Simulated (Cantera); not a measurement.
Standard-state values (1 bar) from the NASA 1993 polynomials, evaluated with Cantera. Values are per mole of reaction as written; species without (g) are pure solids or liquids, kept so even where they would boil at 1 bar. The tables' values for SiF₂ are old estimates.

Question: Between 1225 and 1525 K, where is each reaction favourable under standard conditions?
- 6 SiF₂(g) + 2 SF₆(g) = S₂(g) + 6 SiF₄(g)
- SiF₂(g) = Si(g) + F₂(g)

Answer: 
- 6 SiF₂(g) + 2 SF₆(g) = S₂(g) + 6 SiF₄(g): ΔG° is -3360 kJ at 1225 K and -3307 kJ at 1525 K; it stays negative (K > 1). ΔH° is -3575 kJ and ΔS° -176 J/K at 1525 K.
- SiF₂(g) = Si(g) + F₂(g): ΔG° is 894 kJ at 1225 K and 858 kJ at 1525 K; it stays positive (K < 1). ΔH° is 1042 kJ and ΔS° 121 J/K at 1525 K.
